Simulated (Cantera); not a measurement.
An isothermal, constant-pressure homogeneous reactor starts with 4.55 % C2H6, 95.5 % N2, at 1350 K and 760 Torr.

Model: GRI-Mech 3.0 (53 species, 325 reactions), integrated in Cantera. GRI-Mech 3.0 stops at C3 and has no aromatics, soot or wall deposition, so with more carbon than oxygen in the feed, carbon stays in small species such as C2H2 where larger ones or solid carbon would form.

x: mole fraction; the columns are a selection and need not sum to one.

| t (s) | x C2H6 | x H | x C2H4 | x C2H2 | x CH3 |
|---|---|---|---|---|---|
| 0.000900 | 0.0284 | 9.38e-6 | 0.0140 | 0.000622 | … |
| 0.00188 | 0.0154 | 1.08e-5 | 0.0235 | 0.00245 | … |
| 0.00393 | 0.00419 | 1.02e-5 | 0.0283 | 0.00716 | … |
| 0.00822 | 0.000666 | 5.51e-6 | 0.0251 | 0.0132 | … |
| 0.0172 | 0.000118 | 2.58e-6 | 0.0205 | 0.0180 | … |
| 0.0359 | 3.38e-5 | 1.48e-6 | 0.0166 | 0.0218 | … |
| 0.0751 | 1.89e-5 | 1.19e-6 | 0.0124 | 0.0259 | … |
| 0.157 | 1.24e-5 | 1.06e-6 | 0.00792 | 0.0301 | … |
| 0.328 | 7.54e-6 | 9.08e-7 | 0.00476 | 0.0331 | … |
| 0.686 | 5.75e-6 | 8.32e-7 | 0.00362 | 0.0342 | 2.15e-6 |
| 1.44 | 5.55e-6 | 8.14e-7 | 0.00348 | 0.0342 | 2.15e-6 |
| 3.00 | 5.53e-6 | 7.95e-7 | 0.00345 | 0.0341 | 2.18e-6 |

**Question.** Fill in the missing entries.

**Answer.** 
- 0.000900, x CH3: 0.000155
- 0.00188, x CH3: 0.000112
- 0.00393, x CH3: 5.38e-5
- 0.00822, x CH3: 1.99e-5
- 0.0172, x CH3: 8.25e-6
- 0.0359, x CH3: 4.42e-6
- 0.0751, x CH3: 3.36e-6
- 0.157, x CH3: 2.83e-6
- 0.328, x CH3: 2.35e-6
